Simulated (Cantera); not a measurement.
What does this Cantera script print?

```python
import numpy as np
import cantera as ct

gas = ct.Solution("gri30.yaml")
gas.TPX = 1175, 2666, {'H2': 0.067, 'O2': 1, 'N2': 0.25}
reactor = ct.IdealGasConstPressureReactor(gas, energy="off", clone=False)
net = ct.ReactorNet([reactor])
net.rtol, net.atol = 1e-08, 1e-18
show = ['H2', 'O2', 'N2O', 'H', 'NO']
times = np.geomspace(5e-06, 200, 12)

steps = ct.SolutionArray(gas, extra=["t"])
rows = []
print(f"{'t/s':>10s}{'T/K':>9s}{'P/Pa':>11s}" + "".join(f"{s:>11s}" for s in show))
for t in times:
    while net.time < t:
        t_next = net.step()
        steps.append(gas.state, t=t_next)
    rows.append([np.interp(t, steps.t, y) for y in (steps.T, steps.P, *steps(*show).X.T)])
    print(f"{t:10.3e}{rows[-1][0]:9.1f}{rows[-1][1]:11.4g}" + "".join(f"{x:11.3e}" for x in rows[-1][2:]))
rate = np.gradient(steps.T, steps.t)
print("integrator steps:", len(steps.t))
if steps.T.max() > steps.T[0] + 200:
    print(f"time of steepest temperature rise: {steps.t[rate.argmax()]:.4e} s")
gas.TPX = 1175, 2666, {'H2': 0.067, 'O2': 1, 'N2': 0.25}
gas.equilibrate("TP")
print(f"equilibrium (TP): T = {gas.T:.1f} K  " + "  ".join(f"{s} {gas[s].X[0]:.3e}" for s in show))
```

Result:

```
       t/s      T/K       P/Pa         H2         O2        N2O          H         NO
 5.000e-06   1175.0       2666  5.087e-02  7.593e-01  1.282e-18  2.029e-10  1.625e-24
 2.455e-05   1175.0       2666  5.087e-02  7.593e-01  6.861e-18  8.200e-10  2.138e-22
 1.205e-04   1175.0       2666  5.087e-02  7.593e-01  5.742e-17  4.617e-09  2.325e-20
 5.919e-04   1175.0       2666  5.087e-02  7.593e-01  1.191e-14  1.347e-06  3.359e-17
 2.906e-03   1175.0       2666  1.059e-03  7.258e-01  1.924e-09  8.181e-03  6.427e-08
 1.427e-02   1175.0       2666  3.669e-04  7.434e-01  5.731e-09  1.672e-03  2.121e-07
 7.007e-02   1175.0       2666  3.120e-05  7.521e-01  8.445e-09  4.085e-05  2.315e-07
 3.441e-01   1175.0       2666  1.737e-06  7.529e-01  9.668e-09  5.659e-07  2.318e-07
 1.689e+00   1175.0       2666  1.543e-07  7.530e-01  1.001e-08  1.575e-08  2.320e-07
 8.295e+00   1175.0       2666  2.117e-08  7.530e-01  9.785e-09  8.245e-10  2.321e-07
 4.073e+01   1175.0       2666  4.316e-09  7.530e-01  8.044e-09  7.703e-11  2.316e-07
 2.000e+02   1175.0       2666  2.774e-09  7.530e-01  3.219e-09  3.985e-11  2.312e-07
integrator steps: 2081
equilibrium (TP): T = 1175.0 K  H2 2.772e-09  O2 7.529e-01  N2O 8.799e-10  H 3.979e-11  NO 1.523e-04
```

Cantera simulation using GRI-Mech 3.0 (53 species, 325 reactions); the numbers are that mechanism's predictions, not measurements. Radical loss at walls, strong at low pressure, is not modelled. The temperature is held fixed by assumption; the heat of reaction is taken as removed at once.
